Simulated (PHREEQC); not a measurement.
Make-up at 20 °C: 0.0067 mol LiOH, 6.4e-05 mol CO2 and 0.00062 mol (CH3)4NCl per kg of water. Closed to the air; pH follows from the charge balance.

Computed with PHREEQC (ion-association model, wateq4f.dat).

Q: The ionic strength comes out as 0.00738 mol/kgw. What activity coefficients do HCO3-, Cl-, Li+, OH-, CO3-2 get?

A: HCO3- 0.92, Cl- 0.91, Li+ 0.92, OH- 0.91, CO3-2 0.71.

Precipitation was switched off in this run. Complexes and solids missing from the database can't appear. (CH3)4N+ isn't in the database: it is added as a free cation with an ion size of 4 Å.
